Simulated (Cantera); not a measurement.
A Cantera script and its output.

```python
import numpy as np
import cantera as ct

gas = ct.Solution("gri30.yaml")
gas.TPX = 1173, 600, {'C3H8': 1, 'H2': 3.4}
reactor = ct.IdealGasConstPressureReactor(gas, energy="off", clone=False)
net = ct.ReactorNet([reactor])
net.rtol, net.atol = 1e-08, 1e-18
show = ['C3H8', 'H2', 'C2H6', 'C2H', 'C2H2', 'H', 'C2H4']
times = np.geomspace(1e-06, 4, 14)

steps = ct.SolutionArray(gas, extra=["t"])
rows = []
print(f"{'t/s':>10s}{'T/K':>9s}{'P/Pa':>11s}" + "".join(f"{s:>11s}" for s in show))
for t in times:
    while net.time < t:
        t_next = net.step()
        steps.append(gas.state, t=t_next)
    rows.append([np.interp(t, steps.t, y) for y in (steps.T, steps.P, *steps(*show).X.T)])
    print(f"{t:10.3e}{rows[-1][0]:9.1f}{rows[-1][1]:11.4g}" + "".join(f"{x:11.3e}" for x in rows[-1][2:]))
rate = np.gradient(steps.T, steps.t)
print("integrator steps:", len(steps.t))
if steps.T.max() > steps.T[0] + 200:
    print(f"time of steepest temperature rise: {steps.t[rate.argmax()]:.4e} s")
gas.TPX = 1173, 600, {'C3H8': 1, 'H2': 3.4}
gas.equilibrate("TP")
print(f"equilibrium (TP): T = {gas.T:.1f} K  " + "  ".join(f"{s} {gas[s].X[0]:.3e}" for s in show))
```

Output:

```
       t/s      T/K       P/Pa       C3H8         H2       C2H6        C2H       C2H2          H       C2H4
 1.000e-06   1173.0        600  2.273e-01  7.727e-01  2.282e-11  5.396e-35  1.708e-20  1.695e-10  7.289e-11
 3.220e-06   1173.0        600  2.273e-01  7.727e-01  2.359e-10  4.714e-32  5.730e-19  1.670e-09  7.660e-10
 1.037e-05   1173.0        600  2.273e-01  7.727e-01  2.433e-09  3.071e-29  2.039e-17  1.495e-08  8.737e-09
 3.339e-05   1173.0        600  2.273e-01  7.727e-01  2.488e-08  1.400e-26  9.229e-16  1.041e-07  1.288e-07
 1.075e-04   1173.0        600  2.273e-01  7.727e-01  2.468e-07  5.218e-24  6.492e-14  4.799e-07  2.035e-06
 3.461e-04   1173.0        600  2.272e-01  7.727e-01  2.235e-06  2.697e-21  9.142e-12  1.682e-06  2.460e-05
 1.115e-03   1173.0        600  2.269e-01  7.725e-01  1.605e-05  1.450e-18  1.525e-09  5.340e-06  2.440e-04
 3.589e-03   1173.0        600  2.244e-01  7.710e-01  8.877e-05  5.198e-16  1.812e-07  1.599e-05  2.182e-03
 1.156e-02   1173.0        600  2.066e-01  7.602e-01  6.137e-04  8.084e-14  1.270e-05  3.494e-05  1.637e-02
 3.721e-02   1173.0        600  1.429e-01  7.216e-01  2.524e-03  2.356e-12  2.849e-04  4.308e-05  6.768e-02
 1.198e-01   1173.0        600  4.034e-02  6.595e-01  3.430e-03  2.949e-11  2.763e-03  5.080e-05  1.489e-01
 3.858e-01   1173.0        600  2.146e-03  6.384e-01  1.188e-03  5.354e-11  1.070e-02  2.305e-05  1.721e-01
 1.242e+00   1173.0        600  9.827e-05  6.400e-01  4.175e-04  2.451e-11  1.823e-02  6.212e-06  1.654e-01
 4.000e+00   1173.0        600  2.076e-06  6.426e-01  1.910e-04  1.314e-11  2.544e-02  2.397e-06  1.571e-01
integrator steps: 914
equilibrium (TP): T = 1173.0 K  C3H8 3.689e-09  H2 7.157e-01  C2H6 1.149e-05  C2H 3.993e-11  C2H2 1.592e-01  H 1.296e-06  C2H4 1.266e-02
```

Computed with Cantera and GRI-Mech 3.0 (53 species, 325 reactions). GRI-Mech 3.0 was tuned for natural gas; its chemistry of propane as a main component is partial and can be far from experiment. GRI-Mech 3.0 stops at C3 and has no aromatics, soot or wall deposition, so with more carbon than oxygen in the feed, carbon stays in small species such as C2H2 where larger ones or solid carbon would form. Radical loss at walls, strong at low pressure, is not modelled.
